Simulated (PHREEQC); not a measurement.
Make-up at 25 °C: 2.6 mol/kgw KOH and 4.5 mol/kgw CaCl2. Closed to the air; pH follows from the charge balance.

All values are PHREEQC results (Pitzer model, pitzer.dat), not measurements.

Problem. The ionic strength comes out as 16.1 mol/kgw. What activity coefficients do Ca+2, K+, Cl-, OH- get?

Solution. Ca+2 1.7, K+ 0.91, Cl- 0.94, OH- 0.0036. Single-ion values are on the MacInnes scale.

No solid was allowed to form. Saturation is exceeded, for instance for Portlandite, Sylvite; the values hold only as long as no solid forms. In brines, pH and single-ion activities rest on the MacInnes convention.
